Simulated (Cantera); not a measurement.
**Pyrogenic steam for wet oxidation**

An isothermal, constant-pressure homogeneous reactor starts with H2 : O2 : N2 = 0.34 : 1 : 5.5 (molar parts), equivalence ratio 0.17, at 1223 K and 0.109 atm.

Computed with Cantera and GRI-Mech 3.0 (53 species, 325 reactions). The temperature is held fixed by assumption; the heat of reaction is taken as removed at once.

```tsv
t (s)	x H2	x O2	x NO2	x HO2	x OH
2.00e-5	0.0497	0.146	<1e-12	1.70e-9	3.03e-10
7.52e-5	0.0497	0.146	<1e-12	6.54e-9	3.54e-9
0.000283	0.0497	0.146	<1e-12	1.07e-7	1.09e-6
0.00106	0.00270	0.120	6.31e-11	6.23e-6	0.00236
0.00399	0.000787	0.123	4.68e-10	5.51e-6	0.00126
0.0150	6.03e-5	0.124	3.75e-9	1.97e-6	0.000335
0.0565	4.35e-6	0.124	1.08e-8	2.73e-7	9.30e-5
0.212	5.58e-7	0.124	1.03e-8	4.34e-8	3.44e-5
0.798	1.05e-7	0.124	7.02e-9	9.95e-9	1.52e-5
3.00	2.54e-8	0.124	6.90e-9	4.63e-9	7.53e-6
```
x: mole fraction; the columns are a selection and need not sum to one.

Equilibrium at this temperature and pressure: H2 8.91e-9, O2 0.124, NO2 7.09e-7, HO2 4.78e-9, OH 4.44e-6 (gas phase only).
